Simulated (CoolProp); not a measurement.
Computed with CoolProp (reference Helmholtz-energy equation of state, Thol 2015).

**Question.** For octamethylcyclotetrasiloxane (D4), give the phase and the density (kg/m³), cv (kJ/(kg K)), isothermal compressibility (1/MPa) at 620 K and 736 kPa.

**Answer.** 
- 620 K and 736 kPa: gas; density 51.2, cv 2.03, isothermal compressibility 1.67
